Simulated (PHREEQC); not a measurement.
# Alkaline etch or developer: an equilibrium model

Consider water at 25 °C and 10 atm with 9.3 mmol/kgw TMAH and 0.81 mmol/kgw H4SiO4. Closed to the air; pH follows from the charge balance.

Model: ion-association model, phreeqc.dat, run in PHREEQC.

Precipitation was switched off in this run.

Question: What pH does the model give?

Answer: pH 11.87.

Question: In which forms is Si present?

Answer: H3SiO4- 93 %, H2SiO4-2 6.4 %, H4SiO4 0.8 % of the Si.

Complexes and solids missing from the database can't appear. (CH3)4N+ isn't in the database: it is added as a free cation with an ion size of 4 Å.
